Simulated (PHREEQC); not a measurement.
1 kg of water holding 0.12 mol/kgw KCl, 0.051 mol/kgw K2CO3 and 0.31 mol/kgw KHCO3 is evaporated at 25 °C; the solids stay in contact with the brine. No CO2 enters from the air. Only these solids could form: Kalicinite, Sylvite.

All values are PHREEQC results (Pitzer model, pitzer.dat), not measurements.

```json
[
 {"water left (kg)": "1", "ionic strength": "0.583", "water activity": "0.984", "Kalicinite (mol)": "0", "Sylvite (mol)": "0", "Cl in solution (mol/kgw)": "0.120", "K in solution (mol/kgw)": "0.532", "C in solution (mol/kgw)": "0.361", "pH": "8.97"},
 {"water left (kg)": "0.8219", "ionic strength": "0.710", "water activity": "0.981", "Kalicinite (mol)": "0", "Sylvite (mol)": "0", "Cl in solution (mol/kgw)": "0.146", "K in solution (mol/kgw)": "0.647", "C in solution (mol/kgw)": "0.439", "pH": "8.94"},
 {"water left (kg)": "0.6755", "ionic strength": "0.864", "water activity": "0.977", "Kalicinite (mol)": "0", "Sylvite (mol)": "0", "Cl in solution (mol/kgw)": "0.178", "K in solution (mol/kgw)": "(withheld)", "C in solution (mol/kgw)": "0.534", "pH": "8.91"},
 {"water left (kg)": "0.5552", "ionic strength": "1.05", "water activity": "0.972", "Kalicinite (mol)": "0", "Sylvite (mol)": "0", "Cl in solution (mol/kgw)": "0.216", "K in solution (mol/kgw)": "0.958", "C in solution (mol/kgw)": "0.650", "pH": "(withheld)"},
 {"water left (kg)": "0.375", "ionic strength": "1.56", "water activity": "0.959", "Kalicinite (mol)": "0", "Sylvite (mol)": "0", "Cl in solution (mol/kgw)": "0.320", "K in solution (mol/kgw)": "1.42", "C in solution (mol/kgw)": "0.963", "pH": "8.81"},
 {"water left (kg)": "0.3082", "ionic strength": "1.89", "water activity": "0.950", "Kalicinite (mol)": "0", "Sylvite (mol)": "0", "Cl in solution (mol/kgw)": "0.389", "K in solution (mol/kgw)": "1.73", "C in solution (mol/kgw)": "1.17", "pH": "8.78"},
 {"water left (kg)": "0.2533", "ionic strength": "2.30", "water activity": "0.940", "Kalicinite (mol)": "0", "Sylvite (mol)": "0", "Cl in solution (mol/kgw)": "0.474", "K in solution (mol/kgw)": "2.10", "C in solution (mol/kgw)": "1.42", "pH": "8.76"},
 {"water left (kg)": "0.2082", "ionic strength": "2.80", "water activity": "0.927", "Kalicinite (mol)": "0", "Sylvite (mol)": "0", "Cl in solution (mol/kgw)": "0.576", "K in solution (mol/kgw)": "2.56", "C in solution (mol/kgw)": "1.73", "pH": "8.73"},
 {"water left (kg)": "0.1711", "ionic strength": "3.41", "water activity": "0.913", "Kalicinite (mol)": "0", "Sylvite (mol)": "0", "Cl in solution (mol/kgw)": "0.701", "K in solution (mol/kgw)": "3.11", "C in solution (mol/kgw)": "2.11", "pH": "8.72"},
 {"water left (kg)": "0.1407", "ionic strength": "4.15", "water activity": "0.895", "Kalicinite (mol)": "0", "Sylvite (mol)": "0", "Cl in solution (mol/kgw)": "0.853", "K in solution (mol/kgw)": "(withheld)", "C in solution (mol/kgw)": "2.57", "pH": "8.71"},
 {"water left (kg)": "0.09502", "ionic strength": "5.41", "water activity": "0.867", "Kalicinite (mol)": "0.0693", "Sylvite (mol)": "0", "Cl in solution (mol/kgw)": "1.26", "K in solution (mol/kgw)": "4.87", "C in solution (mol/kgw)": "3.07", "pH": "8.85"},
 {"water left (kg)": "0.07808", "ionic strength": "5.85", "water activity": "0.857", "Kalicinite (mol)": "0.126", "Sylvite (mol)": "0", "Cl in solution (mol/kgw)": "1.54", "K in solution (mol/kgw)": "5.19", "C in solution (mol/kgw)": "3.00", "pH": "9.00"},
 {"water left (kg)": "0.06417", "ionic strength": "6.40", "water activity": "0.844", "Kalicinite (mol)": "0.172", "Sylvite (mol)": "0", "Cl in solution (mol/kgw)": "1.87", "K in solution (mol/kgw)": "5.61", "C in solution (mol/kgw)": "2.94", "pH": "9.16"},
 {"water left (kg)": "0.05275", "ionic strength": "7.10", "water activity": "0.827", "Kalicinite (mol)": "0.208", "Sylvite (mol)": "0", "Cl in solution (mol/kgw)": "2.27", "K in solution (mol/kgw)": "6.14", "C in solution (mol/kgw)": "2.90", "pH": "9.34"},
 {"water left (kg)": "0.04334", "ionic strength": "8.00", "water activity": "0.804", "Kalicinite (mol)": "0.236", "Sylvite (mol)": "0", "Cl in solution (mol/kgw)": "2.77", "K in solution (mol/kgw)": "6.82", "C in solution (mol/kgw)": "2.87", "pH": "9.55"},
 {"water left (kg)": "0.03563", "ionic strength": "8.80", "water activity": "0.787", "Kalicinite (mol)": "0.254", "Sylvite (mol)": "0.0153", "Cl in solution (mol/kgw)": "2.94", "K in solution (mol/kgw)": "7.37", "C in solution (mol/kgw)": "3.00", "pH": "9.74"},
 {"water left (kg)": "0.02929", "ionic strength": "9.46", "water activity": "0.777", "Kalicinite (mol)": "0.265", "Sylvite (mol)": "0.0406", "Cl in solution (mol/kgw)": "2.71", "K in solution (mol/kgw)": "7.72", "C in solution (mol/kgw)": "3.26", "pH": "9.91"},
 {"water left (kg)": "0.01978", "ionic strength": "11.3", "water activity": "0.746", "Kalicinite (mol)": "0.282", "Sylvite (mol)": "0.0773", "Cl in solution (mol/kgw)": "2.16", "K in solution (mol/kgw)": "8.71", "C in solution (mol/kgw)": "3.98", "pH": "10.30"},
 {"water left (kg)": "0.01626", "ionic strength": "12.5", "water activity": "0.721", "Kalicinite (mol)": "0.289", "Sylvite (mol)": "0.0902", "Cl in solution (mol/kgw)": "(withheld)", "K in solution (mol/kgw)": "9.41", "C in solution (mol/kgw)": "4.44", "pH": "10.54"},
 {"water left (kg)": "0.01336", "ionic strength": "14.1", "water activity": "0.688", "Kalicinite (mol)": "0.294", "Sylvite (mol)": "0.100", "Cl in solution (mol/kgw)": "1.48", "K in solution (mol/kgw)": "10.3", "C in solution (mol/kgw)": "5.01", "pH": "10.80"},
 {"water left (kg)": "0.01099", "ionic strength": "16.1", "water activity": "0.642", "Kalicinite (mol)": "0.298", "Sylvite (mol)": "0.108", "Cl in solution (mol/kgw)": "1.12", "K in solution (mol/kgw)": "11.5", "C in solution (mol/kgw)": "5.71", "pH": "11.11"}
]
```

Question: Some entries are withheld; supply them.

Answer: 
- 0.6755, K in solution (mol/kgw): 0.788
- 0.5552, pH: 8.88
- 0.1407, K in solution (mol/kgw): 3.78
- 0.01626, Cl in solution (mol/kgw): 1.83
